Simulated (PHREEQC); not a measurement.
Synthetic water in mg/L, 20 °C, pH 7.17, pe 10.3: Na 27; K 11.9; Ca 47.5; Mg 13.2; Cl 71.7; S(6) as SO4 4.55; Alkalinity as HCO3 167; Br 1.75.

Cl is adjusted to close the charge balance.
Valence states are taken as typed.

The numbers come from PHREEQC with the ion-association model, phreeqc.dat.

This is a speciation only: nothing precipitates in the calculation.

### Question
Order these C species by the share of C that they hold, largest first: HCO3-, MgHCO3+, CO2, CaHCO3+.

### Answer
HCO3- (86 %), CO2 (13 %), CaHCO3+ (0.83 %), MgHCO3+ (0.38 %)

The pH is 7.17 and the ionic strength 0.00660 mol/kgw.
